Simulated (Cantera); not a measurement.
A Cantera script and what it prints.

```python
import numpy as np
import cantera as ct

gas_names = """
    CL CL2 H HCL H2 Si SiCL SiCL2 SiCL3 SiCL4 SiH SiHCL3 SiH2 SiH2CL2 SiH3 SiH3CL SiH4 Si2 Si3
""".split()
cond_names = """
    Si(cr) Si(L)
""".split()


def load(file, names, dense=False):
    # The tables refer to 1 bar. Condensed volumes are neglected.
    table = {s.name: s for s in ct.Species.list_from_file(file)}
    out = []
    for n in names:
        d = dict(table[n].input_data)
        d["thermo"] = dict(d["thermo"], **{"reference-pressure": 1e5})
        if dense:
            d["equation-of-state"] = {"model": "constant-volume", "density": "1e6 g/cm^3"}
        out.append(ct.Species.from_dict(d))
    return out


gas = ct.Solution(thermo="ideal-gas", species=load("nasa_gas.yaml", gas_names))
cond = {s.name: ct.Solution(thermo="fixed-stoichiometry", species=[s], name=s.name)
        for s in load("nasa_condensed.yaml", cond_names, dense=True)}
atoms = {
    'Si2Cl6': {'Si': 2, 'CL': 6},
    'HCl': {'H': 1, 'CL': 1},
    'H2': {'H': 2},
}
top_T = {}  # K; cautious upper limits of use, not melting points


def equilibrate(T, P, feed):
    n = {}
    for name, mol in feed.items():
        for a, k in atoms[name].items():
            n[a] = n.get(a, 0.0) + k * mol
    gas.TPX = T, P, n
    mass = sum(n.values()) * gas.mean_molecular_weight
    gas.equilibrate("TP")
    valid = [c for c in cond.values() if c.min_temp <= T <= top_T.get(c.name, c.max_temp)]
    mix = ct.Mixture([(gas, mass / gas.mean_molecular_weight)] + [(c, 0.0) for c in valid])
    mix.T, mix.P = T, P
    mix.equilibrate("TP", solver="vcs", rtol=1e-11, max_steps=5000)
    return mix


results = []
feed = {'Si2Cl6': 1, 'HCl': 0.035, 'H2': 59}  # mol
P = 22000  # Pa
for T in [1298, 1348, 1398, 1448, 1498, 1548, 1598, 1648, 1698, 1748]:
    mix = equilibrate(T, P, feed)
    results.append((T, P, feed, dict(zip(mix.species_names, mix.species_moles))))

top = {s: max(r[3][s] / sum(r[3][g] for g in gas_names) for r in results) for s in gas_names}
cols = sorted((s for s in top if top[s] > 1e-05), key=lambda s: -top[s])[:5]
seen = [c for c in cond_names if any(r[3].get(c, 0) > 1e-12 for r in results)]
print("log10 of partial pressures in bar; condensed amounts in mol")
print(f"{'T/K':>10s}" + "".join(f"{s[:9]:>10s}" for s in cols + seen))
for T, P, feed, n in results:
    ng = sum(n[g] for g in gas_names)
    print(f"{T:10.4g}" + "".join(f"{np.log10(max(n[s] / ng * P / 1e5, 1e-99)):10.3f}" for s in cols)
          + "".join(f"{n.get(c, 0):10.4g}" for c in seen))
```

It prints:

```
log10 of partial pressures in bar; condensed amounts in mol
       T/K        H2       HCL     SiCL2     SiCL4    SiHCL3    Si(cr)     Si(L)
      1298    -0.688    -1.943    -2.774    -3.090    -3.181    0.9614         0
      1348    -0.691    -1.901    -2.663    -3.332    -3.367    0.9973         0
      1398    -0.692    -1.875    -2.589    -3.611    -3.582     1.014         0
      1448    -0.693    -1.862    -2.542    -3.912    -3.811     1.017         0
      1498    -0.694    -1.855    -2.510    -4.218    -4.045     1.013         0
      1548    -0.694    -1.852    -2.489    -4.519    -4.274     1.004         0
      1598    -0.694    -1.852    -2.473    -4.809    -4.495    0.9932         0
      1648    -0.694    -1.853    -2.461    -5.086    -4.705    0.9813         0
      1698    -0.694    -1.852    -2.455    -5.349    -4.907         0    0.9774
      1748    -0.695    -1.843    -2.469    -5.599    -5.108         0     1.015
```

These are equilibrium values from Cantera (NASA tables, ideal gas, pure condensed phases), not measurements of a reactor. The feed counts by its element totals alone. The tables' values for SiCl3, SiCl are old estimates; treat these amounts as uncertain. Gases not in the tables: Si2H6 and higher silanes.
